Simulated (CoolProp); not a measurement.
Computed with CoolProp (reference Helmholtz-energy equation of state, de Reuck 1990).

Task: For fluorine, give the phase and the cp (kJ/(kg K)) at -12.65 °C and 16.1 bar; -110.35 °C and 6.23 bar.

Result: 
- -12.65 °C and 16.1 bar: gas; cp 0.829
- -110.35 °C and 6.23 bar: gas; cp 0.811
